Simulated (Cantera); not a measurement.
A perfectly stirred reactor is fed with 2.29 % CO, 2.29 % O2, 0.0953 % H2O, 95.3 % N2, at 13300 Pa; it is held at 1250 K, and followed from long to short residence time.

Computed with Cantera and GRI-Mech 3.0 (53 species, 325 reactions).

### Question
Predict: x(CO) at τ = 3.80 s; x(O2) at τ = 3.80 s; x(H2O) at τ = 3.80 s; x(N2O) at τ = 3.80 s; x(H2) at τ = 3.80 s; x(CO) at τ = 0.100 s; x(O2) at τ = 0.100 s; x(H2O) at τ = 0.100 s; x(N2O) at τ = 0.100 s; x(H2) at τ = 0.100 s.

### Answer
x(CO) at τ = 3.80 s: 0.000679
x(O2) at τ = 3.80 s: 0.0118
x(H2O) at τ = 3.80 s: 0.000915
x(N2O) at τ = 3.80 s: 1.40e-7
x(H2) at τ = 3.80 s: 8.83e-6
x(CO) at τ = 0.100 s: 0.00647
x(O2) at τ = 0.100 s: 0.0139
x(H2O) at τ = 0.100 s: 0.000542
x(N2O) at τ = 0.100 s: 8.73e-8
x(H2) at τ = 0.100 s: 3.74e-5
